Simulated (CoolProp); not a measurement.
Values from CoolProp's reference Helmholtz-energy equation of state, Gao 2016.

Task: For sulfur dioxide, give the phase and the Z, cp (kJ/(kg K)), expansivity (1/kK) at 503.9 K and 8410 kPa.

Result: 
- 503.9 K and 8410 kPa: supercritical; Z 0.766, cp 1.13, expansivity 4.87
